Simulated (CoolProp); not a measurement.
Values from CoolProp's reference Helmholtz-energy equation of state, Lemmon 2005. It is a short technical equation, of lower accuracy than the large ones.

### Question
For isobutene, give the phase and the cp (kJ/(kg K)), speed of sound (m/s) at 190.95 °C and 7.53 MPa; 190.95 °C and 10 MPa; 190.95 °C and 20.1 MPa.

### Answer
- 190.95 °C and 7.53 MPa: supercritical; cp 4.46, speed of sound 197
- 190.95 °C and 10 MPa: supercritical; cp 3.60, speed of sound 284
- 190.95 °C and 20.1 MPa: supercritical; cp 2.95, speed of sound 507
